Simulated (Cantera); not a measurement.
Feed: 1 mol C₃H₆, 0.53 mol O₂, 39 mol N₂, at 12.0 mbar.

Cantera equilibrium calculation (NASA polynomials, part measured and part estimated; ideal gas, pure solids and liquids). Candidate condensed phases: C, C₆H₆, C₇H₈, C₈H₁₈, H₂O; 136 gas species. The numbers say what is thermodynamically allowed, not how fast it happens.

x: gas mole fraction; n: condensed amount in mol.

| T (K) | x N₂ | x H | x H₂ | x CO | x HCN | x CN | n C(graphite) |
|---|---|---|---|---|---|---|---|
| 2573 | 0.871 | 0.0556 | 0.0315 | 0.0239 | 0.0140 | 0.00158 | [?] |
| 2623 | 0.866 | 0.0632 | 0.0270 | 0.0238 | 0.0145 | 0.00232 | [?] |
| 2673 | 0.861 | 0.0705 | 0.0227 | 0.0237 | 0.0148 | 0.00334 | [?] |
| 2723 | 0.856 | 0.0775 | 0.0188 | 0.0236 | 0.0150 | 0.00476 | [?] |
| 2773 | 0.850 | 0.0837 | 0.0152 | 0.0234 | 0.0149 | 0.00668 | [?] |
| 2823 | 0.843 | 0.0892 | 0.0121 | 0.0233 | 0.0146 | 0.00927 | [?] |
| 2873 | 0.839 | 0.0955 | 0.00991 | 0.0232 | 0.0126 | 0.0110 | [?] |

Task: Complete the blanks.

Result: 
- 2573, n C(graphite): 1.09
- 2623, n C(graphite): 0.999
- 2673, n C(graphite): 0.879
- 2723, n C(graphite): 0.713
- 2773, n C(graphite): 0.467
- 2823, n C(graphite): 0.0811
- 2873, n C(graphite): 0
